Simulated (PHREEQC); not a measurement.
Solution (55 °C): 1.3 mmol/kgw Cu(NO3)2, 1.4 mmol/kgw HCl and 160 mmol/kgw H3BO3. Closed to the air; pH follows from the charge balance.

The numbers come from PHREEQC with the ion-association model, phreeqc.dat.

No solid was allowed to form.

Question: What pH does the model give?

Answer: pH 2.89.

Question: In which forms is Cu present?

Answer: Cu+2 99 %, CuCl+ 1.0 % of the Cu.

At this temperature some constants are extrapolated from 25 °C, and those without enthalpy data are left unchanged.
